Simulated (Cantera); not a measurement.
Feed: 1 mol K2SO4, 4.6 mol CO2, held at 0.000990 bar.

These are equilibrium values from Cantera (NASA tables, ideal gas, pure condensed phases), not measurements of a reactor. Candidate condensed phases: C, K, KO2, K2CO3, K2O, K2O2, K2S, K2SO4, S; 26 gas species. The numbers say what is thermodynamically allowed, not how fast it happens. All values below are at 2050 K.

Base state: CO2 0.438, K 0.222, O2 0.143, SO2 0.109, CO 0.0733, O 0.0117, SO 0.00212, KO 0.000402 (mole fractions); condensed: gas only.

**Question.** What changes in the equilibrium state with this change: K2SO4 replaced by NaOH?

**Answer.** 
```
species  before    after
-------  ------  -------
CO2       0.438    0.558
Na            0    0.145
CO       0.0733    0.117
K         0.222        0
SO2       0.109        0
H2O           0   0.0630
O2        0.143   0.0901
O        0.0117  0.00928
OH            0  0.00941
H             0  0.00380
```
Further candidate phases: C6H6, C7H8, C8H18, H2O, Na, NaOH, NaO2, Na2CO3, Na2O, Na2O2.
